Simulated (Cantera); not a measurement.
Input (Python, Cantera) and output of one run.

```python
import numpy as np
import cantera as ct

gas_names = """
    CL CL2 H HCL H2 Si SiCL SiCL2 SiCL3 SiCL4 SiH SiHCL3 SiH2 SiH2CL2 SiH3 SiH3CL SiH4 Si2 Si3
""".split()
cond_names = """
    Si(cr) Si(L)
""".split()


# ... load() reads the species with a 1 bar reference pressure and builds the phases ...
atoms = {
    'SiHCl3': {'Si': 1, 'H': 1, 'CL': 3},
    'HCl': {'H': 1, 'CL': 1},
    'H2': {'H': 2},
}
top_T = {}  # K; cautious upper limits of use, not melting points


# ... equilibrate(T, P, feed) seeds the gas with the atoms and calls Mixture.equilibrate('TP', solver="vcs", rtol=1e-11, max_steps=5000) ...
results = []
feed = {'SiHCl3': 1, 'HCl': 0.13, 'H2': 110}  # mol
T = 1048  # K
for P in [100, 260, 670, 1700, 4500, 12000, 30000, 77000, 200000]:
    mix = equilibrate(T, P, feed)
    results.append((T, P, feed, dict(zip(mix.species_names, mix.species_moles))))
    x = sorted(zip(gas.X, gas.species_names), reverse=True)
    print(f"T = {T:g} K  P = {P:g} Pa  gas = {mix.phase_moles(0):.4g} mol")
    print("   x: " + "  ".join(f"{s} {v:.3e}" for v, s in x if v > 1e-06))
    print("   condensed (mol): " + ("  ".join(f"{mix.phase(i).name} {mix.phase_moles(i):.4g}"
          for i in range(1, mix.n_phases) if mix.phase_moles(i) > 1e-12) or "none"))
```

Output:

```
T = 1048 K  P = 100 Pa  gas = 112.1 mol
   x: H2 9.747e-01  HCL 2.365e-02  SiCL2 1.069e-03  SiCL4 3.258e-04  SiCL3 1.378e-04  SiHCL3 1.373e-04  SiH2CL2 6.586e-06
   condensed (mol): Si(cr) 0.8121
T = 1048 K  P = 260 Pa  gas = 112 mol
   x: H2 9.759e-01  HCL 2.208e-02  SiCL2 9.300e-04  SiCL4 6.414e-04  SiHCL3 2.901e-04  SiCL3 1.804e-04  SiH2CL2 1.492e-05
   condensed (mol): Si(cr) 0.7696
T = 1048 K  P = 670 Pa  gas = 111.9 mol
   x: H2 9.775e-01  HCL 1.984e-02  SiCL4 1.075e-03  SiCL2 7.501e-04  SiHCL3 5.419e-04  SiCL3 2.098e-04  SiH2CL2 3.106e-05
   condensed (mol): Si(cr) 0.708
T = 1048 K  P = 1700 Pa  gas = 111.8 mol
   x: H2 9.795e-01  HCL 1.722e-02  SiCL4 1.543e-03  SiHCL3 8.973e-04  SiCL2 5.640e-04  SiCL3 2.179e-04  SiH2CL2 5.938e-05  SiH3CL 1.022e-06
   condensed (mol): Si(cr) 0.6329
T = 1048 K  P = 4500 Pa  gas = 111.7 mol
   x: H2 9.816e-01  HCL 1.437e-02  SiCL4 1.972e-03  SiHCL3 1.377e-03  SiCL2 3.919e-04  SiCL3 2.054e-04  SiH2CL2 1.095e-04  SiH3CL 2.263e-06
   condensed (mol): Si(cr) 0.5466
T = 1048 K  P = 12000 Pa  gas = 111.6 mol
   x: H2 9.835e-01  HCL 1.166e-02  SiCL4 2.268e-03  SiHCL3 1.957e-03  SiCL2 2.574e-04  SiH2CL2 1.921e-04  SiCL3 1.785e-04  SiH3CL 4.905e-06
   condensed (mol): Si(cr) 0.4578
T = 1048 K  P = 30000 Pa  gas = 111.5 mol
   x: H2 9.850e-01  HCL 9.403e-03  SiHCL3 2.562e-03  SiCL4 2.391e-03  SiH2CL2 3.123e-04  SiCL2 1.671e-04  SiCL3 1.477e-04  SiH3CL 9.904e-06
   condensed (mol): Si(cr) 0.3765
T = 1048 K  P = 77000 Pa  gas = 111.4 mol
   x: H2 9.863e-01  HCL 7.412e-03  SiHCL3 3.217e-03  SiCL4 2.363e-03  SiH2CL2 4.981e-04  SiCL3 1.157e-04  SiCL2 1.037e-04  SiH3CL 2.006e-05
   condensed (mol): Si(cr) 0.2959
T = 1048 K  P = 200000 Pa  gas = 111.4 mol
   x: H2 9.872e-01  HCL 5.736e-03  SiHCL3 3.869e-03  SiCL4 2.198e-03  SiH2CL2 7.748e-04  SiCL3 8.629e-05  SiCL2 6.207e-05  SiH3CL 4.037e-05
   condensed (mol): Si(cr) 0.217
```

Method: chemical equilibrium by Gibbs-energy minimisation in Cantera with the NASA 1993 tables (ideal gas, pure condensed phases). The tables' values for SiCl3 are old estimates; treat these amounts as uncertain.
